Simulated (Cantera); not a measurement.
What does this Cantera script print?

```python
import numpy as np
import cantera as ct

gas_names = """
    CF4 CF3
""".split()
cond_names = """
    Pb(cr) Pb(L) PbF2(a) PbF2(b) PbF2(L)
""".split()


# ... load() reads the species with a 1 bar reference pressure and builds the phases ...
species = {s.name: s for s in load("nasa_gas.yaml", gas_names) + load("nasa_condensed.yaml", cond_names)}
# Each term lists the table entries of one substance; the one whose range holds T is used.
reactions = {
    '2 CF4(g) + Pb = PbF2 + 2 CF3(g)':
        [(-2, ['CF4']), (-1, ['Pb(cr)', 'Pb(L)']), (1, ['PbF2(a)', 'PbF2(b)', 'PbF2(L)']), (2, ['CF3'])],
}


def pick(names, T):
    return next(species[n] for n in names if species[n].thermo.min_temp <= T <= species[n].thermo.max_temp)


results = []
for label, terms in reactions.items():
    print(label)
    print("     T/K   dH/kJ  dS/(J/K)   dG/kJ   log10 K")
    for T in [998, 1148, 1298, 1448, 1598, 1748]:
        used = [(nu, pick(names, T)) for nu, names in terms]
        dH = sum(nu * s.thermo.h(T) for nu, s in used) / 1e6
        dS = sum(nu * s.thermo.s(T) for nu, s in used) / 1e3
        dG = dH - T * dS / 1e3
        logK = -dG * 1e6 / (ct.gas_constant * T * np.log(10))
        results.append((label, T, dH, dS, dG, logK, [s.name for _, s in used]))
        print(f"{T:8g} {dH:8.1f} {dS:8.1f} {dG:8.1f} {logK:8.2f}")
```

Result:

```
2 CF4(g) + Pb = PbF2 + 2 CF3(g)
     T/K   dH/kJ  dS/(J/K)   dG/kJ   log10 K
     998    266.4     84.1    182.5    -9.55
    1148    283.5     99.6    169.1    -7.70
    1298    288.6    103.8    153.9    -6.19
    1448    293.7    107.5    138.0    -4.98
    1598    298.7    110.8    121.6    -3.98
    1748    303.7    113.8    104.8    -3.13
```

Standard-state values (1 bar) from the NASA 1993 polynomials, evaluated with Cantera. Condensed species are held in their standard states even where they would react or evaporate.
